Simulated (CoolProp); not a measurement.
Nitrogen along the isotherm 75.5 K: fugacity coefficient from the reference equation and from simpler models built on Tc = 126.2 K, pc = 3.396 MPa, ω = 0.037; each cubic takes its own stable root.

The numbers come from the reference Helmholtz-energy equation of state, Span 2000 in CoolProp.

```json
[
 {"p (MPa)": "1.13", "phase": "liquid", "reference": "0.07319"},
 {"p (MPa)": "2.26", "phase": "liquid", "reference": "0.03892"},
 {"p (MPa)": "3.4", "phase": "liquid", "reference": "0.02753"},
 {"p (MPa)": "4.53", "phase": "liquid", "reference": "0.02196"},
 {"p (MPa)": "5.66", "phase": "liquid", "reference": "0.01869"},
 {"p (MPa)": "6.79", "phase": "liquid", "reference": "0.01655"},
 {"p (MPa)": "7.92", "phase": "liquid", "reference": "0.01508"},
 {"p (MPa)": "9.06", "phase": "liquid", "reference": "0.01401"},
 {"p (MPa)": "10.2", "phase": "liquid", "reference": "0.01323"},
 {"p (MPa)": "11.3", "phase": "liquid", "reference": "0.01266"},
 {"p (MPa)": "12.5", "phase": "liquid", "reference": "0.01220"},
 {"p (MPa)": "13.6", "phase": "liquid", "reference": "0.01189"},
 {"p (MPa)": "14.7", "phase": "liquid", "reference": "0.01165"},
 {"p (MPa)": "15.8", "phase": "liquid", "reference": "0.01149"},
 {"p (MPa)": "17", "phase": "liquid", "reference": "0.01138"}
]
```

Task: How far does each simpler model (Redlich-Kwong, Soave-Redlich-Kwong) lie from the reference over these 15 states: mean and median of the absolute difference, and the worst?

Result: 
- Redlich-Kwong: mean 16.5 %, median 16.5 %, worst -17.1 % at 75.5 K and 17 MPa
- Soave-Redlich-Kwong: mean 1.4 %, median 1.4 %, worst -1.8 % at 75.5 K and 17 MPa
